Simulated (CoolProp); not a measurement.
A Linde-Hampson liquefier for nitrogen: isothermal reversible compression at 230 K from 1 atm to 20 MPa, throttling to 1 atm, return gas leaving the recuperator 0 K below the feed. Each further row changes one setting.

Values from CoolProp's reference Helmholtz-energy equation of state, Span 2000.

| case | liquid yield per pass | compression work (kJ/kg of gas) |
|---|---|---|
| as stated | … | 351 |
| high pressure 40 MPa | … | … |
| warm-end temperature 260 K | … | … |
| warm-end gap 5 K | … | 351 |

### Question
What belongs in the gaps?

### Answer

- as stated, liquid yield per pass: 0.161
- high pressure 40 MPa, liquid yield per pass: 0.190
- high pressure 40 MPa, compression work (kJ/kg of gas): 403
- warm-end temperature 260 K, liquid yield per pass: 0.114
- warm-end temperature 260 K, compression work (kJ/kg of gas): 404
- warm-end gap 5 K, liquid yield per pass: 0.149
